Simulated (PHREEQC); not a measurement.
Consider water at 25 °C with 130 mmol/kgw HF and 0.023 mmol/kgw Na2B4O7. Closed to the air; pH follows from the charge balance.

The numbers come from PHREEQC with the ion-association model, phreeqc.dat.

Precipitation was switched off in this run.

### Question
Order these F species by the share of F that they hold, largest first: HF, BF4-, HF2-, F-.

### Answer
HF (88 %), F- (6.2 %), HF2- (5.5 %), BF4- (0.28 %)

The pH is 1.98 and the ionic strength 0.0117 mol/kgw. Real BF4- forms and hydrolyses slowly; the run takes it at equilibrium.
